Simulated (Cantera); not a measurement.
A Cantera script and what it prints.

```python
import numpy as np
import cantera as ct

gas_names = """
    CL CL2 N N2 Si SiCL SiCL2 SiCL3 SiCL4 SiN Si2 Si2N Si3
""".split()
cond_names = """
    Si(cr) Si(L) Si3N4(a)
""".split()


# ... load() reads the species with a 1 bar reference pressure and builds the phases ...
atoms = {
    'Si2Cl6': {'Si': 2, 'CL': 6},
    'N2': {'N': 2},
}
top_T = {'Si3N4(a)': 2400}  # K; cautious upper limits of use, not melting points


# ... equilibrate(T, P, feed) seeds the gas with the atoms and calls Mixture.equilibrate('TP', solver="vcs", rtol=1e-11, max_steps=5000) ...
results = []
feed = {'Si2Cl6': 1, 'N2': 77}  # mol
T = 1575  # K
for P in [5, 36, 260, 1900, 14000, 100000]:
    mix = equilibrate(T, P, feed)
    results.append((T, P, feed, dict(zip(mix.species_names, mix.species_moles))))

top = {s: max(r[3][s] / sum(r[3][g] for g in gas_names) for r in results) for s in gas_names}
cols = sorted((s for s in top if top[s] > 0.001), key=lambda s: -top[s])[:9]
seen = [c for c in cond_names if any(r[3].get(c, 0) > 1e-12 for r in results)]
print("log10 of partial pressures in bar; condensed amounts in mol")
print(f"{'P/Pa':>10s}" + "".join(f"{s[:9]:>10s}" for s in cols + seen))
for T, P, feed, n in results:
    ng = sum(n[g] for g in gas_names)
    print(f"{P:10.4g}" + "".join(f"{np.log10(max(n[s] / ng * P / 1e5, 1e-99)):10.3f}" for s in cols)
          + "".join(f"{n.get(c, 0):10.4g}" for c in seen))
```

It prints:

```
log10 of partial pressures in bar; condensed amounts in mol
      P/Pa        N2     SiCL2        CL     SiCL4     SiCL3  Si3N4(a)
         5    -4.322    -5.934    -5.938    -8.035    -7.194         0
        36    -3.461    -5.198    -5.277    -5.979    -5.797         0
       260    -2.598    -4.517    -4.979    -4.701    -4.818         0
      1900    -1.733    -3.721    -4.902    -3.751    -3.945         0
   1.4e+04    -0.865    -2.866    -4.889    -2.871    -3.077         0
     1e+05    -0.010    -2.319    -4.671    -1.886    -2.311   0.07187
```

Cantera equilibrium calculation (NASA polynomials, part measured and part estimated; ideal gas, pure solids and liquids). The feed counts by its element totals alone. The tables' values for SiCl3 are old estimates; treat these amounts as uncertain.
